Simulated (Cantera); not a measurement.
AlN + HCl + N₂ (chemical vapour transport)

A closed system holds: 1 mol AlN, 0.16 mol HCl, 0.054 mol N₂, equilibrated at 1330 Pa.

Equilibrium computed with Cantera from the NASA thermochemical tables; the gas is ideal and each condensed phase is pure. Candidate condensed phases: Al, AlCl₃, AlN, NH₄Cl; 20 gas species. The tables' values for AlCl₂ are old estimates; treat these amounts as uncertain. Rates play no part.

| T (K) | x N₂ | x H₂ | x AlCl₃ | x HCl | x AlCl₂ | x AlCl | n AlN(s) |
|---|---|---|---|---|---|---|---|
| 848 | 0.354 | 0.305 | 0.202 | 0.138 | 4.75e-8 | 7.38e-12 | 0.956 |
| 923 | 0.355 | 0.308 | 0.205 | 0.132 | 5.52e-7 | 4.23e-10 | 0.956 |
| 998 | 0.356 | 0.311 | 0.207 | 0.127 | 4.40e-6 | 1.31e-8 | 0.956 |
| 1073 | 0.357 | 0.313 | 0.208 | 0.122 | 2.61e-5 | 2.48e-7 | 0.955 |
| 1148 | 0.357 | 0.314 | 0.209 | 0.119 | 0.000122 | 3.19e-6 | 0.955 |
| 1223 | 0.358 | 0.316 | 0.210 | 0.116 | 0.000471 | 2.98e-5 | 0.955 |
| 1298 | 0.358 | 0.317 | 0.210 | 0.113 | 0.00155 | 0.000213 | 0.955 |
| 1373 | 0.358 | 0.318 | 0.208 | 0.110 | 0.00441 | 0.00123 | 0.954 |
| 1448 | 0.359 | 0.316 | 0.202 | 0.106 | 0.0111 | 0.00580 | 0.953 |
x: gas mole fraction; n: condensed amount in mol.

From 848 K to 1448 K the condensed part is AlN(s). The main Al-bearing gas is AlCl₃ throughout.
